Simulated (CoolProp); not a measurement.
Computed with CoolProp (reference Helmholtz-energy equation of state, Lemmon 2003). It is a pseudo-pure fit of the blend.

**Question.** For R410A, give the phase and the Z, speed of sound (m/s), isothermal compressibility (1/MPa), expansivity (1/kK) at 12.55 °C and 2.98 MPa; 83.95 °C and 2.98 MPa; 119.75 °C and 2.98 MPa.

**Answer.** 
- 12.55 °C and 2.98 MPa: liquid; Z 0.0806, speed of sound 522, isothermal compressibility 0.00566, expansivity 3.85
- 83.95 °C and 2.98 MPa: gas; Z 0.774, speed of sound 183, isothermal compressibility 0.450, expansivity 6.62
- 119.75 °C and 2.98 MPa: gas; Z 0.852, speed of sound 203, isothermal compressibility 0.398, expansivity 4.42
